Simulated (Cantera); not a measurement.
Feed: 1 mol CH₃OH, 4.7 mol CO₂, 1.8 mol N₂, equilibrated at 525 K and 0.100 bar.

Method: chemical equilibrium by Gibbs-energy minimisation in Cantera with the NASA 1993 tables (ideal gas, pure condensed phases). Candidate condensed phases: C, C₆H₆, C₇H₈, C₈H₁₈, H₂O; 136 gas species. Rates play no part.

Base state: CO₂ 0.535, N₂ 0.224, H₂O 0.223, H₂ 0.00919, CH₄ 0.00837, CO 0.000254 (mole fractions); condensed: C(graphite).

Task: What changes in the equilibrium state with this change: temperature from 525 K to 1098 K?

Result: 
| species | before | after |
|---|---|---|
| CO₂ | 0.535 | 0.366 |
| CO | 0.000254 | 0.234 |
| N₂ | 0.224 | 0.189 |
| H₂O | 0.223 | 0.129 |
| H₂ | 0.00919 | 0.0818 |
| CH₄ | 0.00837 | 3.34e-8 |
| C(graphite), mol | 1.33 | 0 |

Task: What changes in the equilibrium state with this change: CO₂ from 4.7 to 0.07 mol?

Result: 
```tsv
species	before	after
N₂	0.224	0.524
H₂O	0.223	0.253
CH₄	0.00837	0.145
CO₂	0.535	0.0396
H₂	0.00919	0.0383
NH₃	7.46e-6	9.71e-5
CO	0.000254	6.90e-5
C(graphite), mol	1.33	0.434
```
